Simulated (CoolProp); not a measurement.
Model: reference Helmholtz-energy equation of state, Span 1996, in CoolProp.

Task: For carbon dioxide, give the phase and the Z, Joule-Thomson coefficient (K/MPa), isothermal compressibility (1/MPa), expansivity (1/kK) at 310.3 K and 8.51 MPa; 310.3 K and 28.4 MPa; 310.3 K and 36.9 MPa.

Result: 
- 310.3 K and 8.51 MPa: supercritical; Z 0.292, Joule-Thomson coefficient 4.88, isothermal compressibility 0.778, expansivity 145
- 310.3 K and 28.4 MPa: supercritical; Z 0.531, Joule-Thomson coefficient 0.196, isothermal compressibility 0.00608, expansivity 4.36
- 310.3 K and 36.9 MPa: supercritical; Z 0.661, Joule-Thomson coefficient 0.0583, isothermal compressibility 0.00437, expansivity 3.55
